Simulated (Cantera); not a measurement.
What does this Cantera script print?

```python
import numpy as np
import cantera as ct

gas_names = """
    H HO2 H2 H2O H2O2 O OH O2 O3 Ti TiO TiO2
""".split()
cond_names = """
    H2O(s) H2O(L) Ti(a) Ti(b) Ti(L) TiO(a) TiO(b) TiO(L) TiO2(ru) TiO2(L) Ti2O3(a) Ti2O3(b) Ti2O3(L)
    Ti3O5(a) Ti3O5(b) Ti3O5(L) Ti4O7(s) Ti4O7(L)
""".split()


# ... load() reads the species with a 1 bar reference pressure and builds the phases ...
atoms = {
    'Ti': {'Ti': 1},
    'H2O': {'H': 2, 'O': 1},
    'H2': {'H': 2},
}
top_T = {}  # K; cautious upper limits of use, not melting points


# ... equilibrate(T, P, feed) seeds the gas with the atoms and calls Mixture.equilibrate('TP', solver="vcs", rtol=1e-11, max_steps=5000) ...
results = []
feed = {'Ti': 1, 'H2O': 0.052, 'H2': 18}  # mol
T = 1898  # K
P = 101325  # Pa
mix = equilibrate(T, P, feed)
results.append((T, P, feed, dict(zip(mix.species_names, mix.species_moles))))
print(gas.report(threshold=1e-05))
for i in range(1, mix.n_phases):
    print(f"{mix.phase(i).name:16s} {mix.phase_moles(i):12.5e} mol")
```

It prints:

```
       temperature   1898 K
          pressure   1.0132e+05 Pa
           density   0.01294 kg/m^3
  mean mol. weight   2.0153 kg/kmol
   phase of matter   gas

                          1 kg             1 kmol
                     ---------------   ---------------
          enthalpy        2.4647e+07        4.9673e+07  J
   internal energy        1.6817e+07        3.3892e+07  J
           entropy             92590         1.866e+05  J/K
    Gibbs function       -1.5109e+08       -3.0449e+08  J
 heat capacity c_p             16789             33836  J/K
 heat capacity c_v             12664             25522  J/K

                      mass frac. Y      mole frac. X     chem. pot. / RT
                     ---------------   ---------------   ---------------
                 H        0.00038824        0.00077623           -9.6513
                H2           0.99955           0.99922           -19.303
     [  +10 minor]        6.4247e-05        3.0427e-06

Ti(b)             9.47969e-01 mol
TiO(b)            5.19870e-02 mol
TiO2(ru)          0.00000e+00 mol
Ti2O3(b)          0.00000e+00 mol
Ti3O5(b)          0.00000e+00 mol
Ti4O7(s)          0.00000e+00 mol
```

Equilibrium computed with Cantera from the NASA thermochemical tables; the gas is ideal and each condensed phase is pure. Mutual solubility and eutectic melting of coexisting phases are not modelled. TiO: taken at fixed stoichiometry. Condensed phases not in the tables: N, O or C dissolved in the metal.
